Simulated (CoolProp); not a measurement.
Carbon dioxide at several states: fugacity coefficient from the reference equation and from simpler models built on Tc = 304.1 K, pc = 7377 kPa, ω = 0.224; each cubic takes its own stable root.

Model: reference Helmholtz-energy equation of state, Span 1996, in CoolProp.

| T (K) | p (kPa) | phase | reference |
|---|---|---|---|
| 233 | 6560 | liquid | 0.1514 |
| 786.8 | 85 | gas | 1.000 |
| 706.2 | 3880 | gas | 0.9995 |
| 863.9 | 14700 | supercritical | 1.024 |
| 591 | 3370 | gas | 0.9905 |

Question: How far does each simpler model (van der Waals, Soave-Redlich-Kwong, Peng-Robinson) lie from the reference over these 5 states: mean and median of the absolute difference, and the worst?

Answer: 
- van der Waals: mean 25.2 %, median 1.2 %, worst +120.1 % at 233 K and 6560 kPa
- Soave-Redlich-Kwong: mean 1.0 %, median 0.7 %, worst +2.0 % at 233 K and 6560 kPa
- Peng-Robinson: mean 0.3 %, median 0.1 %, worst -1.0 % at 233 K and 6560 kPa
